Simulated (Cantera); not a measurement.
Input: 1 mol SiCl₄, 7.5 mol N₂, held at 1273 K and 0.770 bar.

Method: chemical equilibrium by Gibbs-energy minimisation in Cantera with the NASA 1993 tables (ideal gas, pure condensed phases). Candidate condensed phases: Si, Si₃N₄; 13 gas species. The tables' values for SiCl₃ are old estimates; treat these amounts as uncertain. Kinetics and transport are ignored.

Base state: N₂ 0.882, SiCl₄ 0.118, SiCl₃ 3.78e-5, Cl 2.65e-5 (mole fractions); condensed: gas only.

### Question
What changes in the equilibrium state with this change: temperature from 1273 K to 1725 K?

### Answer
| species | before | after |
|---|---|---|
| N₂ | 0.882 | 0.879 |
| SiCl₄ | 0.118 | 0.113 |
| Cl | 2.65e-5 | 0.00399 |
| SiCl₃ | 3.78e-5 | 0.00397 |
| SiCl₂ | 7.97e-8 | 0.000261 |
| Cl₂ | 5.74e-6 | 0.000256 |
